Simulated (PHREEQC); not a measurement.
Make-up at 75 °C: 0.21 mol CdI2 per kg of water. Closed to the air; pH follows from the charge balance.

Computed with PHREEQC (ion-association model, wateq4f.dat).

| quantity | before | after |
|---|---|---|
| pH | 5.38 | 5.03 |
| ionic strength (mol/kgw) | 0.118 | 0.204 |
| Cd+2 (mol/kgw) | 0.0217 | 0.0261 |
| CdOH+ (mol/kgw) | 4.32e-6 | 2.07e-6 |
| Cd2OH+3 (mol/kgw) | 8.45e-7 | 5.71e-7 |

Problem. What was changed between the two runs?
A. CdI2 from 0.21 to 0.042 mol/kgw
B. CdI2 replaced by CdCl2 at the same molality
C. CdI2 replaced by CdBr2 at the same molality
D. diluted 10-fold with water

Solution. B, CdI2 replaced by CdCl2 at the same molality

This is a speciation only: nothing precipitates in the calculation. Away from 25 °C the constants follow the database's enthalpies or fits; those with neither stay at their 25 °C values.
